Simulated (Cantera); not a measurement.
What does this Cantera script print?

```python
import numpy as np
import cantera as ct

surf = ct.Interface("diamond.yaml", "diamond_100")
gas, bulk = surf.adjacent["gas"], surf.adjacent["diamond"]
k = surf.kinetics_species_index(bulk.species_names[0])
cover = ["c6HH", "c6H*", "c6*H", "c6**", "c6HM", "c6B"]

rows, drift = [], 0.0
print(f"{'P':>10s}{'um/h':>11s}" + "".join(f"{s:>11s}" for s in cover))
for v in [560, 1000, 1900, 3500, 6300, 12000, 21000, 39000]:
    T, P, xH, xCH3 = 1050, v, 0.0034, 2.7e-05
    gas.TPX = T, P, {"H": xH, "CH3": xCH3, "CH4": 0.0093, "H2": 1 - xH - xCH3 - 0.0093}
    surf.TP = bulk.TP = T, P
    surf.coverages = "c6H*:0.1, c6HH:0.9"
    surf.advance_coverages(100.0)
    before = surf.coverages
    surf.advance_coverages(100.0)
    drift = max(drift, np.max(np.abs(surf.coverages - before) / (surf.coverages + 1e-9)))
    rate = surf.net_production_rates[k] * bulk.mean_molecular_weight / bulk.density * 3.6e9
    rows.append([rate, *surf[cover].coverages])
    print(f"{v:10.4g}{rate:11.4e}" + "".join(f"{x:11.3e}" for x in rows[-1][1:]))
```

Output:

```
         P       um/h       c6HH       c6H*       c6*H       c6**       c6HM        c6B
       560 3.9124e-02  5.532e-01  2.283e-02  4.088e-01  1.324e-02  1.329e-03  1.062e-10
      1000 9.3990e-02  5.528e-01  2.282e-02  4.085e-01  1.323e-02  1.826e-03  2.550e-10
      1900 2.2763e-01  5.524e-01  2.281e-02  4.082e-01  1.322e-02  2.359e-03  6.177e-10
      3500 4.8890e-01  5.521e-01  2.281e-02  4.079e-01  1.322e-02  2.768e-03  1.327e-09
      6300 9.6552e-01  5.519e-01  2.282e-02  4.077e-01  1.322e-02  3.048e-03  2.620e-09
   1.2e+04 1.9527e+00  5.517e-01  2.285e-02  4.075e-01  1.322e-02  3.243e-03  5.299e-09
   2.1e+04 3.5214e+00  5.516e-01  2.291e-02  4.074e-01  1.323e-02  3.345e-03  9.556e-09
   3.9e+04 6.6688e+00  5.516e-01  2.304e-02  4.072e-01  1.325e-02  3.413e-03  1.810e-08
```

Computed with Cantera and the Harris–Goodwin 1993 mechanism for the reconstructed diamond (100) surface.
